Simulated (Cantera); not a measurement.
Feed: 1 mol n-butane, 0.023 mol CO2, 0.58 mol H2, held at 51.0 Pa.

Equilibrium computed with Cantera from the NASA thermochemical tables; the gas is ideal and each condensed phase is pure. Candidate condensed phases: C, C6H6, C7H8, C8H18, H2O; 110 gas species. Kinetics and transport are ignored.

Task: What share of the C ends up in condensed phases as a function of T (K), at 2575, 2600, 2625, 2650, 2675, 2700, 2725, 2750, 2775, 2800, 2825, 2850, 2875, 2900?

Result: 
| T (K) | C condensed (%) | as |
|---|---|---|
| 2575 | 94.5 | C(graphite) |
| 2600 | 93.3 | C(graphite) |
| 2625 | 91.6 | C(graphite) |
| 2650 | 89.2 | C(graphite) |
| 2675 | 85.8 | C(graphite) |
| 2700 | 81.1 | C(graphite) |
| 2725 | 74.5 | C(graphite) |
| 2750 | 65.4 | C(graphite) |
| 2775 | 52.6 | C(graphite) |
| 2800 | 34.6 | C(graphite) |
| 2825 | 9.1 | C(graphite) |
| 2850 | 0.0 | - |
| 2875 | 0.0 | - |
| 2900 | 0.0 | - |
